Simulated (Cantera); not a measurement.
Gas mixture: 100 % NH₃, at 1.28 Torr, frozen composition.

Cantera's kinetic-theory transport with the Lennard-Jones parameters of GRI-Mech 3.0, ideal gas; thermal conductivity in the multicomponent form. Polar gases are described roughly by these parameters. The composition is frozen, though it would react at the higher temperatures.

One state of this run: ρ (kg/m³) = 0.000348; cp (J/kg/K) = 3319; μ (µPa s) = 33.6; λ (mW/m/K) = 154; Pr = 0.724; D (cm²/s) CH₃ = 1230; D (cm²/s) NO = 1160; D (cm²/s) CH₄ = 1220. D: mixture-averaged diffusion coefficient of that species in the mixture.

Question: Which value of T (K) does it belong to?
A) 2000
B) 400
C) 1000
D) 1600

Answer: C, 1000
